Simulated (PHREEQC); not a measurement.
Solution (25 °C): 0.076 mol K2SO4, 4.4e-05 mol Cs2CO3, 0.00024 mol H2SO4 and 0.034 mol KOH per kg of water. Closed to the air; pH follows from the charge balance.

All values are PHREEQC results (ion-association model, wateq4f.dat), not measurements.

Precipitation was switched off in this run.

**Question.** Estimate the pH.

**Answer.** pH 12.37.

**Question.** In which forms is S present?

**Answer.** SO4-2 76 %, KSO4- 24 % of the S.
